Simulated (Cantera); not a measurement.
**Thermodynamics of metals in furnace atmospheres, feed Pb + O₂ + CO**

Charge: 1 mol Pb, 0.0021 mol O₂, 2.1 mol CO, held at 780000 Pa.

Cantera equilibrium calculation (NASA polynomials, part measured and part estimated; ideal gas, pure solids and liquids). Candidate condensed phases: C, Pb, PbO, PbO₂, Pb₃O₄; 15 gas species. Rates play no part.

```csv
T (K),x CO,x CO₂,x Pb,x Pb₂,x PbO,n C(graphite),n Pb(l)
948,0.236,0.764,6.14e-7,<1e-12,1.36e-12,0.907,1.000
1023,0.446,0.554,3.42e-6,1.51e-11,1.25e-11,0.746,1.000
1098,0.675,0.325,1.50e-5,1.78e-10,7.46e-11,0.512,1.000
1173,0.845,0.155,5.41e-5,1.52e-9,3.07e-10,0.279,1.000
1248,0.933,0.0670,0.000167,9.94e-9,9.67e-10,0.128,1.000
1323,0.971,0.0290,0.000451,5.21e-8,2.54e-9,0.0552,0.999
1398,0.986,0.0133,0.00109,2.27e-7,5.90e-9,0.0234,0.998
1473,0.991,0.00648,0.00241,8.49e-7,1.25e-8,0.00939,0.995
1548,0.992,0.00338,0.00493,2.78e-6,2.44e-8,0.00292,0.990
```
x: gas mole fraction; n: condensed amount in mol.

From 948 K to 1548 K the condensed part is C(graphite) + Pb(l). The main Pb-bearing gas is Pb throughout.
